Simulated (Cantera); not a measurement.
Input: 1 mol Si2Cl6, 250 mol N2, at 36.0 mbar.

Equilibrium computed with Cantera from the NASA thermochemical tables; the gas is ideal and each condensed phase is pure. Candidate condensed phases: Si, Si3N4; 13 gas species. The feed counts by its element totals alone. N2 is the only nitrogen source here; it is nearly inert below about 1500 K, so the nitride shown seldom forms there in practice. The tables' values for SiCl3 are old estimates; treat these amounts as uncertain. The numbers say what is thermodynamically allowed, not how fast it happens.

log p: log10 of the partial pressure in bar; n: condensed amount in mol.

```json
[
 {"T (K)": "1000", "log p N2": "-1.45", "log p SiCl4": "-3.67", "log p SiCl2": "-8.05", "log p SiCl3": "-6.55", "n Si3N4(s)": "0.166"},
 {"T (K)": "1050", "log p N2": "-1.45", "log p SiCl4": "-3.67", "log p SiCl2": "?", "log p SiCl3": "-6.14", "n Si3N4(s)": "0.166"},
 {"T (K)": "1100", "log p N2": "-1.45", "log p SiCl4": "-3.67", "log p SiCl2": "-6.72", "log p SiCl3": "-5.77", "n Si3N4(s)": "0.165"},
 {"T (K)": "1150", "log p N2": "-1.45", "log p SiCl4": "-3.67", "log p SiCl2": "-6.14", "log p SiCl3": "-5.43", "n Si3N4(s)": "0.164"},
 {"T (K)": "1200", "log p N2": "-1.45", "log p SiCl4": "-3.68", "log p SiCl2": "-5.61", "log p SiCl3": "-5.12", "n Si3N4(s)": "0.159"},
 {"T (K)": "1250", "log p N2": "-1.45", "log p SiCl4": "-3.70", "log p SiCl2": "-5.13", "log p SiCl3": "-4.84", "n Si3N4(s)": "0.150"},
 {"T (K)": "1300", "log p N2": "-1.45", "log p SiCl4": "-3.73", "log p SiCl2": "?", "log p SiCl3": "-4.60", "n Si3N4(s)": "?"},
 {"T (K)": "1350", "log p N2": "-1.45", "log p SiCl4": "-3.79", "log p SiCl2": "-4.32", "log p SiCl3": "-4.41", "n Si3N4(s)": "0.0882"}
]
```

Q: Fill in the missing entries.

A: 
- 1300, log p SiCl2: -4.70
- 1300, n Si3N4(s): 0.129
- 1050, log p SiCl2: -7.35
